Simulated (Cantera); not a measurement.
A closed system holds: 1 mol SiHCl3, 0.01 mol C2H2, 1800 mol H2, at 190 Pa.

These are equilibrium values from Cantera (NASA tables, ideal gas, pure condensed phases), not measurements of a reactor. Candidate condensed phases: C, C6H6, C7H8, C8H18, Si, SiC; 109 gas species. Mutual solubility and eutectic melting of coexisting phases are not modelled. Gases not in the tables: Si2H6 and higher silanes. Rates play no part.

log p: log10 of the partial pressure in bar; n: condensed amount in mol.

| T (K) | log p H2 | log p H | log p HCl | log p Si | n Si(s) | n SiC(s) |
|---|---|---|---|---|---|---|
| 1525 | -2.72 | -5.99 | -5.50 | [?] | 0.939 | 0.0199 |
| 1600 | -2.72 | -5.63 | -5.51 | [?] | 0.850 | 0.0196 |
| 1675 | -2.72 | -5.30 | -5.51 | [?] | 0.488 | 0.0178 |
| 1750 | -2.72 | -5.00 | -5.51 | -6.04 | 0 | 0.0124 |
| 1825 | -2.73 | -4.72 | -5.51 | -6.02 | 0 | 0 |
| 1900 | -2.73 | -4.47 | -5.51 | -6.01 | 0 | 0 |
| 1975 | -2.74 | -4.23 | -5.52 | -6.00 | 0 | 0 |
| 2050 | -2.74 | -4.02 | -5.53 | -6.00 | 0 | 0 |
| 2125 | -2.76 | -3.82 | -5.54 | -6.01 | 0 | 0 |
| 2200 | -2.78 | -3.64 | -5.57 | -6.01 | 0 | 0 |
| 2275 | -2.81 | -3.47 | -5.60 | -6.02 | 0 | 0 |
| 2350 | -2.85 | -3.33 | -5.65 | -6.04 | 0 | 0 |
| 2425 | -2.90 | -3.20 | -5.71 | -6.06 | 0 | 0 |

Task: Some entries are withheld; supply them.

Result: 
- 1525, log p Si: -7.72
- 1600, log p Si: -7.01
- 1675, log p Si: -6.36
